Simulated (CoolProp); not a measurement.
R1224YDZ at 300.54 K and 0.114 MPa is compressed adiabatically to 0.534 MPa with isentropic efficiency 0.6. Each further row changes one setting.

Values from CoolProp's reference Helmholtz-energy equation of state, Akasaka 2023.

```tsv
case	work (kJ/kg)	final temperature (K)	final density (kg/m³)
as stated	[?]	359.1	[?]
efficiency 1	25.3	[?]	[?]
efficiency 0.65	39.0	355.6	30.5
```

Q: Some entries are withheld; supply them.

A: 
- as stated, work (kJ/kg): 42.2
- as stated, final density (kg/m³): 30.0
- efficiency 1, final temperature (K): 341.4
- efficiency 1, final density (kg/m³): 32.6
